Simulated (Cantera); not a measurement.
A Cantera script and its output.

```python
import numpy as np
import cantera as ct

gas = ct.Solution("gri30.yaml")
gas.TPX = 1000, 100000, {'C2H6': 1, 'N2': 180}
reactor = ct.IdealGasConstPressureReactor(gas, energy="off", clone=False)
net = ct.ReactorNet([reactor])
net.rtol, net.atol = 1e-08, 1e-18
show = ['C2H6', 'CH2', 'H', 'C2H2', 'C2H4', 'CH3']
times = np.geomspace(4e-05, 7, 15)

steps = ct.SolutionArray(gas, extra=["t"])
rows = []
print(f"{'t/s':>10s}{'T/K':>9s}{'P/Pa':>11s}" + "".join(f"{s:>11s}" for s in show))
for t in times:
    while net.time < t:
        t_next = net.step()
        steps.append(gas.state, t=t_next)
    rows.append([np.interp(t, steps.t, y) for y in (steps.T, steps.P, *steps(*show).X.T)])
    print(f"{t:10.3e}{rows[-1][0]:9.1f}{rows[-1][1]:11.4g}" + "".join(f"{x:11.3e}" for x in rows[-1][2:]))
rate = np.gradient(steps.T, steps.t)
print("integrator steps:", len(steps.t))
if steps.T.max() > steps.T[0] + 200:
    print(f"time of steepest temperature rise: {steps.t[rate.argmax()]:.4e} s")
gas.TPX = 1000, 100000, {'C2H6': 1, 'N2': 180}
gas.equilibrate("TP")
print(f"equilibrium (TP): T = {gas.T:.1f} K  " + "  ".join(f"{s} {gas[s].X[0]:.3e}" for s in show))
```

It prints:

```
       t/s      T/K       P/Pa       C2H6        CH2          H       C2H2       C2H4        CH3
 4.000e-05   1000.0      1e+05  5.525e-03  6.064e-20  2.025e-13  3.972e-23  3.143e-13  4.156e-10
 9.475e-05   1000.0      1e+05  5.525e-03  6.589e-19  1.126e-12  1.259e-21  3.832e-12  9.751e-10
 2.244e-04   1000.0      1e+05  5.525e-03  6.061e-18  6.625e-12  5.722e-20  4.815e-11  2.258e-09
 5.316e-04   1000.0      1e+05  5.525e-03  4.648e-17  3.719e-11  4.707e-18  6.081e-10  5.072e-09
 1.259e-03   1000.0      1e+05  5.525e-03  3.165e-16  1.956e-10  5.616e-16  7.538e-09  1.063e-08
 2.982e-03   1000.0      1e+05  5.525e-03  1.880e-15  9.177e-10  6.425e-14  8.645e-08  1.926e-08
 7.064e-03   1000.0      1e+05  5.524e-03  8.430e-15  3.483e-09  5.788e-12  8.502e-07  2.776e-08
 1.673e-02   1000.0      1e+05  5.518e-03  3.121e-14  9.397e-09  3.212e-10  6.378e-06  4.068e-08
 3.964e-02   1000.0      1e+05  5.490e-03  1.048e-13  1.684e-08  9.191e-09  3.378e-05  7.583e-08
 9.388e-02   1000.0      1e+05  5.400e-03  1.516e-13  1.976e-08  1.224e-07  1.222e-04  9.357e-08
 2.224e-01   1000.0      1e+05  5.182e-03  1.452e-13  2.010e-08  9.315e-07  3.356e-04  8.977e-08
 5.267e-01   1000.0      1e+05  4.694e-03  1.267e-13  2.051e-08  5.515e-06  8.107e-04  8.012e-08
 1.248e+00   1000.0      1e+05  3.704e-03  9.191e-14  2.074e-08  2.738e-05  1.760e-03  6.238e-08
 2.955e+00   1000.0      1e+05  2.169e-03  4.582e-14  1.916e-08  1.063e-04  3.184e-03  3.801e-08
 7.000e+00   1000.0      1e+05  8.034e-04  1.366e-14  1.392e-08  2.851e-04  4.334e-03  1.748e-08
integrator steps: 797
equilibrium (TP): T = 1000.0 K  C2H6 2.217e-06  CH2 6.089e-17  H 1.120e-10  C2H2 2.798e-04  C2H4 3.438e-04  CH3 4.424e-09
```

Computed with Cantera and GRI-Mech 3.0 (53 species, 325 reactions). GRI-Mech 3.0 stops at C3 and has no aromatics, soot or wall deposition, so with more carbon than oxygen in the feed, carbon stays in small species such as C2H2 where larger ones or solid carbon would form.
